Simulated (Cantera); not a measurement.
An isothermal, constant-pressure homogeneous reactor starts with CH4 : N2 = 1 : 140 (molar parts), at 1598 K and 0.0133 bar.

Model: GRI-Mech 3.0 (53 species, 325 reactions), integrated in Cantera. GRI-Mech 3.0 stops at C3 and has no aromatics, soot or wall deposition, so with more carbon than oxygen in the feed, carbon stays in small species such as C2H2 where larger ones or solid carbon would form. Radical loss at walls, strong at low pressure, is not modelled.

x: mole fraction; the columns are a selection and need not sum to one.

| t (s) | x CH4 | x HCN | x H2 | x C2H4 | x CH2 | x H |
|---|---|---|---|---|---|---|
| 5.00e-6 | 0.00709 | <1e-12 | 5.82e-12 | <1e-12 | <1e-12 | 9.45e-10 |
| 1.81e-5 | 0.00709 | <1e-12 | 7.36e-11 | <1e-12 | <1e-12 | … |
| 6.53e-5 | 0.00709 | <1e-12 | 9.25e-10 | <1e-12 | <1e-12 | … |
| 0.000236 | 0.00709 | <1e-12 | 1.06e-8 | <1e-12 | <1e-12 | … |
| 0.000854 | 0.00709 | <1e-12 | 9.32e-8 | <1e-12 | <1e-12 | … |
| 0.00309 | 0.00709 | <1e-12 | 5.08e-7 | 5.57e-11 | 1.67e-11 | 7.95e-8 |
| 0.0112 | 0.00709 | <1e-12 | 2.05e-6 | 3.15e-9 | 1.63e-10 | 8.02e-8 |
| 0.0403 | 0.00708 | 1.71e-12 | 7.90e-6 | 1.53e-7 | 1.62e-9 | … |
| 0.146 | 0.00702 | 6.20e-11 | 4.32e-5 | 6.62e-6 | 1.67e-8 | … |
| 0.527 | 0.00635 | 1.07e-8 | 0.000779 | 0.000167 | 1.24e-7 | … |
| 1.91 | 0.00298 | 5.66e-7 | 0.00591 | 9.90e-5 | 1.50e-7 | … |
| 6.89 | 0.000690 | 3.24e-6 | 0.00948 | 6.41e-6 | 7.33e-8 | … |
| 24.9 | 9.22e-5 | 9.34e-6 | 0.0104 | 2.39e-7 | 2.17e-8 | … |
| 90.0 | 1.28e-5 | 1.67e-5 | 0.0105 | 5.99e-8 | 4.28e-9 | … |

**Question.** What belongs in the gaps?

**Answer.** 
- 1.81e-5, x H: 3.36e-9
- 6.53e-5, x H: 1.15e-8
- 0.000236, x H: 3.43e-8
- 0.000854, x H: 6.92e-8
- 0.0403, x H: 8.99e-8
- 0.146, x H: 2.23e-7
- 0.527, x H: 2.26e-6
- 1.91, x H: 1.21e-5
- 6.89, x H: 2.38e-5
- 24.9, x H: 3.71e-5
- 90.0, x H: 4.44e-5
